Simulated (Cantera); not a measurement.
Mixture: 7.41 % CH4, 2.22 % C2H6, 17.4 % O2, 73.0 % N2, equivalence ratio 1.3, at 360 Torr, adiabatic and at constant volume. Ignition delay is the time to a rise of 400 K.

Computed with Cantera and GRI-Mech 3.0 (53 species, 325 reactions).

### Question
Predict: delay at 1023 K; delay at 1073 K; delay at 1123 K; delay at 1173 K; delay at 1223 K; delay at 1273 K; delay at 1323 K; apparent activation energy between 1223 and 1323 K.

### Answer
| Property | Result |
|---|---|
| delay at 1023 K | 0.142 s |
| delay at 1073 K | 46.2 ms |
| delay at 1123 K | 16.3 ms |
| delay at 1173 K | 6.40 ms |
| delay at 1223 K | 2.93 ms |
| delay at 1273 K | 1.56 ms |
| delay at 1323 K | 0.927 ms |
| apparent activation energy between 1223 and 1323 K | 150 kJ/mol |
